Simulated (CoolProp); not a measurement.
The fluid at 298.15 K and 0.864 MPa is throttled through a valve to 0.124 MPa with no heat exchange. The same conditions are run with several fluids, on thermodynamics alone (safety and materials aside).

Model: reference Helmholtz-energy equation of state of each fluid (dry air: Lemmon 2000; R1132(E): Akasaka 2024; hydrogen chloride: Thol 2018; C2F6 (R116): Lemmon 2006; carbon monoxide: Lemmon 2006), in CoolProp. Blends and air are pseudo-pure fits.

Task: Rank dry air, R1132(E), hydrogen chloride, C2F6 (R116), carbon monoxide by temperature change (K), highest first.

Result: dry air (-1.7), carbon monoxide (-1.9), C2F6 (R116) (-6.7), hydrogen chloride (-12.1), R1132(E) (-13.1)

| fluid | final density (kg/m³) |
|---|---|
| dry air | 1.46 |
| R1132(E) | 3.41 |
| hydrogen chloride | 1.92 |
| C2F6 (R116) | 7.16 |
| carbon monoxide | 1.41 |
